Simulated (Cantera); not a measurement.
Silicon carbide growth: CH₃SiCl₃ + HCl + H₂

Feed: 1 mol CH₃SiCl₃, 0.057 mol HCl, 1.8 mol H₂, at 13.3 mbar.

These are equilibrium values from Cantera (NASA tables, ideal gas, pure condensed phases), not measurements of a reactor. Candidate condensed phases: C, C₆H₆, C₇H₈, C₈H₁₈, Si, SiC; 109 gas species. The feed counts by its element totals alone. The tables' values for SiCl, SiCl₃ are old estimates; treat these amounts as uncertain. Gases not in the tables: Si₂H₆ and higher silanes. Equilibrium is a limit: real reactors are often held back by kinetics, nucleation or transport.

```json
[
 {"T (K)": "1725", "log p HCl": "-2.14", "log p H₂": "-2.26", "log p SiCl₂": "-3.27", "log p H": "-4.86", "log p Cl": "-4.86", "log p Si": "-7.77", "log p SiCl": "-6.64", "log p SiCl₃": "-4.43", "n C(graphite)": "0.211", "n SiC(s)": "0.788"},
 {"T (K)": "1825", "log p HCl": "-2.16", "log p H₂": "-2.25", "log p SiCl₂": "-3.17", "log p H": "-4.48", "log p Cl": "-4.51", "log p Si": "-6.91", "log p SiCl": "-6.08", "log p SiCl₃": "-4.55", "n C(graphite)": "0.258", "n SiC(s)": "0.741"},
 {"T (K)": "1925", "log p HCl": "-2.18", "log p H₂": "-2.24", "log p SiCl₂": "-3.09", "log p H": "-4.14", "log p Cl": "-4.20", "log p Si": "-6.15", "log p SiCl": "-5.57", "log p SiCl₃": "-4.67", "n C(graphite)": "0.305", "n SiC(s)": "0.693"},
 {"T (K)": "2025", "log p HCl": "-2.20", "log p H₂": "-2.23", "log p SiCl₂": "-3.03", "log p H": "-3.83", "log p Cl": "-3.93", "log p Si": "-5.46", "log p SiCl": "-5.12", "log p SiCl₃": "-4.79", "n C(graphite)": "0.351", "n SiC(s)": "0.645"},
 {"T (K)": "2125", "log p HCl": "-2.23", "log p H₂": "-2.23", "log p SiCl₂": "-2.98", "log p H": "-3.56", "log p Cl": "-3.69", "log p Si": "-4.83", "log p SiCl": "-4.72", "log p SiCl₃": "-4.92", "n C(graphite)": "0.397", "n SiC(s)": "0.595"},
 {"T (K)": "2225", "log p HCl": "-2.26", "log p H₂": "-2.24", "log p SiCl₂": "-2.95", "log p H": "-3.31", "log p Cl": "-3.47", "log p Si": "-4.27", "log p SiCl": "-4.36", "log p SiCl₃": "-5.05", "n C(graphite)": "0.448", "n SiC(s)": "0.533"},
 {"T (K)": "2325", "log p HCl": "-2.31", "log p H₂": "-2.25", "log p SiCl₂": "-2.95", "log p H": "-3.08", "log p Cl": "-3.29", "log p Si": "-3.75", "log p SiCl": "-4.04", "log p SiCl₃": "-5.19", "n C(graphite)": "0.528", "n SiC(s)": "0.423"}
]
```
log p: log10 of the partial pressure in bar; n: condensed amount in mol.

From 1725 K to 2325 K the condensed part is C(graphite) + SiC(s). The main Si-bearing gas is SiCl₂ throughout. The share of Si in condensed phases is highest at 1725 K (78.8 %) and lowest at 2325 K (42.3 %).
